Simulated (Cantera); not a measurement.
Feed: 1 mol Fe2O3, 3.6 mol H2, 14 mol N2, equilibrated at 1225 K and 0.00420 bar.

Method: chemical equilibrium by Gibbs-energy minimisation in Cantera with the NASA 1993 tables (ideal gas, pure condensed phases). Candidate condensed phases: Fe, FeO, Fe(OH)2, Fe(OH)3, Fe2O3, Fe3O4, H2O; 27 gas species. The tables' stoichiometric FeO is somewhat more stable than real wüstite, so its field is too wide. FeO: taken at fixed stoichiometry. Equilibrium is a limit: real reactors are often held back by kinetics, nucleation or transport.

Base state: N2 0.795, H2 0.148, H2O 0.0568 (mole fractions); condensed: FeO(s).

Task: What changes in the equilibrium state with this change: temperature from 1225 K to 1800 K?

Result: 
| species | before | after |
|---|---|---|
| N2 | 0.795 | 0.789 |
| H2 | 0.148 | 0.139 |
| H2O | 0.0568 | 0.0633 |
| Fe | 2.02e-8 | 0.00699 |
| FeO | <1e-9 | 3.73e-5 |
| OH | 6.47e-9 | 6.20e-5 |
| FeO(s), mol | 2.00 | 0 |
| FeO(l), mol | 0 | 1.88 |
